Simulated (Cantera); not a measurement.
An isothermal plug-flow reactor at 700 K and 900 Torr (inlet), inlet velocity 0.53 m/s, active area per volume 1400 1/m; feed H2 : O2 : N2 : H2O = 0.017 : 0.045 : 0.79 : 0.018 (molar parts), equivalence ratio 0.19.

Cantera simulation using Deutschmann's 1995 Pt surface mechanism with GRI-Mech 3.0 gas chemistry; the numbers are that mechanism's predictions, not measurements. Catalytic surfaces can have several steady states; this one follows from the mechanism file's or the stated starting coverage. Mass transfer to the wall is taken as infinitely fast.

x: gas mole fraction; θ: surface coverage.

```json
[
 {"z (m)": "8.4e-05", "x H2": "___", "x O2": "0.0438", "x H2O": "0.0375", "θ free Pt": "0.124", "θ O*": "0.862", "θ OH*": "0.0138"},
 {"z (m)": "0.00015", "x H2": "___", "x O2": "0.0432", "x H2O": "0.0388", "θ free Pt": "0.0743", "θ O*": "0.915", "θ OH*": "0.0111"},
 {"z (m)": "0.00027", "x H2": "___", "x O2": "0.0428", "x H2O": "0.0396", "θ free Pt": "0.0435", "θ O*": "0.948", "θ OH*": "0.00869"},
 {"z (m)": "0.00047", "x H2": "___", "x O2": "0.0426", "x H2O": "0.0401", "θ free Pt": "0.0269", "θ O*": "0.966", "θ OH*": "0.00692"},
 {"z (m)": "0.00084", "x H2": "___", "x O2": "0.0425", "x H2O": "0.0403", "θ free Pt": "0.0177", "θ O*": "0.977", "θ OH*": "0.00565"},
 {"z (m)": "0.0015", "x H2": "___", "x O2": "0.0424", "x H2O": "0.0405", "θ free Pt": "0.0131", "θ O*": "0.982", "θ OH*": "0.00489"},
 {"z (m)": "0.0027", "x H2": "___", "x O2": "0.0424", "x H2O": "0.0406", "θ free Pt": "0.0111", "θ O*": "0.984", "θ OH*": "0.00451"},
 {"z (m)": "0.0047", "x H2": "___", "x O2": "0.0424", "x H2O": "0.0406", "θ free Pt": "0.0105", "θ O*": "0.985", "θ OH*": "0.00438"},
 {"z (m)": "0.0084", "x H2": "___", "x O2": "0.0424", "x H2O": "0.0406", "θ free Pt": "0.0104", "θ O*": "0.985", "θ OH*": "0.00436"}
]
```

Problem. Complete the blanks.

Solution. 
- 8.4e-05, x H2: 0.00302
- 0.00015, x H2: 0.00178
- 0.00027, x H2: 0.00100
- 0.00047, x H2: 0.000565
- 0.00084, x H2: 0.000289
- 0.0015, x H2: 0.000125
- 0.0027, x H2: 3.71e-5
- 0.0047, x H2: 5.99e-6
- 0.0084, x H2: 2.26e-7
